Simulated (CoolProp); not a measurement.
Vapour-liquid equilibrium of ethane (1) + n-butane (2) at 0.139 MPa; x and y are mole fractions of (1).

Computed with CoolProp (multi-fluid Helmholtz-energy mixture model, Bücker 2006 and Bücker 2006; pair parameters Kunz 2012).

```
x      bubble temperature (K)  y at the bubble point  dew temperature at overall composition x (K)  liquid density (mol/L)
-----  ----------------------  ---------------------  --------------------------------------------  ----------------------
0.05                    262.0                  0.532                                         279.9                   10.72
0.125                   241.9                  0.824                                           ___                   11.39
0.2                     229.1                  0.918                                         275.2                   11.96
0.275                   220.4                  0.955                                         272.7                   12.48
0.35                    214.0                  0.973                                         269.9                     ___
0.425                   209.1                  0.983                                         266.9                   13.48
0.5                     205.3                  0.989                                         263.6                   13.98
0.575                   202.1                  0.992                                         259.8                   14.50
0.65                    199.4                  0.995                                         255.6                   15.03
0.725                   197.1                  0.996                                           ___                   15.58
0.8                     195.1                  0.998                                         244.3                   16.16
0.875                   193.3                  0.999                                         235.9                   16.76
0.95                      ___                  1.000                                         221.8                   17.39
```

Task: Complete the blanks.

Result: 
- 0.125, dew temperature at overall composition x (K): 277.6
- 0.35, liquid density (mol/L): 12.98
- 0.725, dew temperature at overall composition x (K): 250.5
- 0.95, bubble temperature (K): 191.7

No azeotrope shows between x = 0.05 and 0.95.

Pair parameters are fitted to limited data, so mixtures are less certain than the pure fluids. The gap from Raoult's law changes sign with composition, which may be real or a fault of the pair parameters; it wasn't checked against measurements.
